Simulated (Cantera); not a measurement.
Input (Python, Cantera) and output of one run.

```python
import numpy as np
import cantera as ct

gas_names = """
    C CH CH2 CH3 CH2OH CH3O CH4 CH3OH CO COS CO2 COOH CS CS2 C2 C2H CHCO,ketyl C2H2,acetylene
    C2H2,vinylidene CH2CO,ketene C2H3,vinyl CH3CO,acetyl C2H4 C2H4O,ethylen CH3CHO,ethanal CH3COOH
    (HCOOH)2 C2H5 C2H6 CH3OCH3 C2H5OH C2O C3 C3H3,propargyl C3H4,allene C3H4,propyne C3H4,cyclo-
    C3H5,allyl C3H6,propylene C3H6,cyclo- C3H6O C3H7,n-propyl C3H7,i-propyl C3H8 C3H8O,1propanol
    C3H8O,2propanol C3O2 C4 C4H2 C4H4,1,3-cyclo- C4H6,butadiene C4H6,2-butyne C4H6,cyclo- C4H8,1-butene
    C4H8,cis2-buten C4H8,tr2-butene C4H8,isobutene C4H8,cyclo- (CH3COOH)2 C4H9,n-butyl C4H9,i-butyl
    C4H9,s-butyl C4H9,t-butyl C4H10,isobutane C4H10,n-butane C5 C5H6,1,3cyclo- C5H8,cyclo-
    C5H10,1-pentene C5H10,cyclo- C5H11,pentyl C5H11,t-pentyl C5H12,n-pentane C5H12,i-pentane
    CH3C(CH3)2CH3 C6H2 C6H5,phenyl C6H5O,phenoxy C6H6 C6H5OH,phenol C6H10,cyclo- C6H12,1-hexene
    C6H12,cyclo- C6H13,n-hexyl C7H7,benzyl C7H8 C7H8O,cresol C7H14,1-heptene C7H15,n-heptyl
    C7H16,n-heptane C8H8,styrene C8H10,ethylbenz C8H16,1-octene C8H17,n-octyl C8H18,isooctane
    C8H18,n-octane C9H19,n-nonyl C10H8,naphthale C10H21,n-decyl C12H9,o-bipheny C12H10,bipheny H HCO HO2
    H2 HCHO,formaldehy HCOOH H2O H2O2 H2S H2SO4 Mg MgH MgO MgOH MgO2H2 MgS Mg2 O OH O2 O3 S SH SO SO2
    SO3 S2 S2O S8
""".split()
cond_names = """
    C(gr) C6H6(L) C7H8(L) C8H18(L),n-octa H2O(s) H2O(L) H2SO4(L) Mg(cr) Mg(L) MgCO3(s) MgO(s) MgO(L)
    MgO2H2(s) MgS(s) MgSO4(s) MgSO4(L) S(cr1) S(cr2) S(L)
""".split()


def load(file, names, dense=False):
    # The tables refer to 1 bar. Condensed volumes are neglected.
    table = {s.name: s for s in ct.Species.list_from_file(file)}
    out = []
    for n in names:
        d = dict(table[n].input_data)
        d["thermo"] = dict(d["thermo"], **{"reference-pressure": 1e5})
        if dense:
            d["equation-of-state"] = {"model": "constant-volume", "density": "1e6 g/cm^3"}
        out.append(ct.Species.from_dict(d))
    return out


gas = ct.Solution(thermo="ideal-gas", species=load("nasa_gas.yaml", gas_names))
cond = {s.name: ct.Solution(thermo="fixed-stoichiometry", species=[s], name=s.name)
        for s in load("nasa_condensed.yaml", cond_names, dense=True)}
atoms = {
    'MgSO4': {'Mg': 1, 'S': 1, 'O': 4},
    'CO2': {'C': 1, 'O': 2},
    'H2O': {'H': 2, 'O': 1},
}
top_T = {'C(gr)': 4500, 'MgS(s)': 2250}  # K; cautious upper limits of use, not melting points


def equilibrate(T, P, feed):
    n = {}
    for name, mol in feed.items():
        for a, k in atoms[name].items():
            n[a] = n.get(a, 0.0) + k * mol
    gas.TPX = T, P, n
    mass = sum(n.values()) * gas.mean_molecular_weight
    gas.equilibrate("TP")
    valid = [c for c in cond.values() if c.min_temp <= T <= top_T.get(c.name, c.max_temp)]
    mix = ct.Mixture([(gas, mass / gas.mean_molecular_weight)] + [(c, 0.0) for c in valid])
    mix.T, mix.P = T, P
    mix.equilibrate("TP", solver="vcs", rtol=1e-11, max_steps=5000)
    return mix


results = []
feed = {'MgSO4': 1, 'CO2': 2.5, 'H2O': 3}  # mol
T = 923  # K
P = 133.322  # Pa
mix = equilibrate(T, P, feed)
results.append((T, P, feed, dict(zip(mix.species_names, mix.species_moles))))
x = sorted(zip(gas.X, gas.species_names), reverse=True)
print(f"T = {T:g} K  P = {P:g} Pa  gas = {mix.phase_moles(0):.4g} mol")
print("   x: " + "  ".join(f"{s} {v:.3e}" for v, s in x if v > 1e-05))
print("   condensed (mol): " + ("  ".join(f"{mix.phase(i).name} {mix.phase_moles(i):.4g}"
      for i in range(1, mix.n_phases) if mix.phase_moles(i) > 1e-12) or "none"))
```

Result:

```
T = 923 K  P = 133.322 Pa  gas = 5.63 mol
   x: H2O 5.329e-01  CO2 4.441e-01  SO2 1.523e-02  O2 7.616e-03  SO3 2.339e-04
   condensed (mol): MgO(s) 0.08708  MgSO4(s) 0.9129
```

These are equilibrium values from Cantera (NASA tables, ideal gas, pure condensed phases), not measurements of a reactor.
